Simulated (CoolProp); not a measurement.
Neopentane along the isotherm 497.1 K: fugacity coefficient from the reference equation and from simpler models built on Tc = 433.7 K, pc = 3.196 MPa, ω = 0.196; each cubic takes its own stable root.

Computed with CoolProp (reference Helmholtz-energy equation of state, Lemmon 2006). It is a short technical equation, of lower accuracy than the large ones.

```tsv
p (MPa)	phase	reference	van der Waals	Redlich-Kwong	Soave-Redlich-Kwong
0.107	gas	0.9928	0.9929	0.9924	0.9928
0.213	gas	0.9857	0.9859	0.9848	0.9857
0.32	gas	0.9785	0.9788	0.9773	0.9786
0.426	gas	0.9714	0.9718	0.9698	0.9716
0.533	gas	0.9643	0.9648	0.9623	0.9645
0.639	gas	0.9573	0.9578	0.9549	0.9576
0.746	gas	0.9502	0.9508	0.9475	0.9506
0.852	gas	0.9432	0.9439	0.9401	0.9437
0.959	gas	0.9361	0.9368	0.9327	0.9367
1.07	gas	0.9289	0.9296	0.9251	0.9296
1.17	gas	0.9223	0.9231	0.9183	0.9231
1.28	gas	0.9152	0.9159	0.9108	0.9161
1.39	gas	0.9080	0.9087	0.9033	0.9091
1.49	gas	0.9016	0.9022	0.8965	0.9027
1.6	gas	0.8945	0.8951	0.8891	0.8958
```
